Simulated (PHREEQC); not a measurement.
## Reverse-osmosis permeate: speciation

Model water analysis in mg/L, 20 °C, pH 6.75, pe -1.2:

```json
[
 {"constituent": "Na", "mg/L": "0.494"},
 {"constituent": "K", "mg/L": "0.281"},
 {"constituent": "Ca", "mg/L": "1.33"},
 {"constituent": "Mg", "mg/L": "0.474"},
 {"constituent": "Cl", "mg/L": "0.247"},
 {"constituent": "S(6) as SO4", "mg/L": "4.04"},
 {"constituent": "Alkalinity as HCO3", "mg/L": "2.94"},
 {"constituent": "N(-3) as NH4", "mg/L": "0.000262"},
 {"constituent": "F", "mg/L": "0.00345"},
 {"constituent": "B", "mg/L": "0.000609"},
 {"constituent": "Fe(2)", "mg/L": "0.0337"},
 {"constituent": "Mn(2)", "mg/L": "0.0474"}
]
```

Valence states are taken as typed.

All values are PHREEQC results (ion-association model, phreeqc.dat), not measurements.

Precipitation was switched off in this run.

Problem. What charge-balance error does the model give?

Solution. charge-balance error -0.9 %.

Problem. In which forms is C present?

Solution. HCO3- 70 %, CO2 30 % of the C.

Real BF4- forms and hydrolyses slowly; the run takes it at equilibrium. Fluoro complexes past AlF4- and FeF3 are missing from the database.
